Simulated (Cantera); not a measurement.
A freely propagating, adiabatic, planar premixed flame of 21.7 % H2, 16.4 % O2, 61.8 % N2, equivalence ratio 0.66, unburnt at 550 K and 0.300 bar; multicomponent transport, grid criteria slope 0.08 and curve 0.16, no radiation.

Detailed kinetics in Cantera: the H2/O2 subset of GRI-Mech 3.0, which has no nitrogen chemistry. Burning velocities carry a grid error of a few per cent, more on coarse grids. Lean hydrogen flames are cellular in practice and burn faster than this planar one.

Q: Predict: laminar burning velocity; thermal thickness; peak x(OH); peak x(H); peak x(HO2).

A: 
- laminar burning velocity: 405 cm/s
- thermal thickness: 2.04 mm
- peak x(OH): 0.0135
- peak x(H): 0.0393
- peak x(HO2): 0.000132
